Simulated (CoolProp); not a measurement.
Computed with CoolProp (reference Helmholtz-energy equation of state, Polt 1992). This equation is an older, rougher fit; its heat capacities, sound speeds and derivatives of the liquid may be far off and weren't checked against measurements.

**Question.** Give the vapour pressure (kPa), liquid density (kg/m³), vapour density (kg/m³), surface tension (mN/m) of saturated cyclopropane at 49.05, 70.65 °C.

**Answer.** 
| T (°C) | p (kPa) | liquid density (kg/m³) | vapour density (kg/m³) | surface tension (mN/m) |
|---|---|---|---|---|
| 49.05 | 1320 | 579 | 25.7 | 7.74 |
| 70.65 | 2100 | 538 | 42.2 | 4.99 |

Surface tension comes from a separate correlation (Mulero 2014).
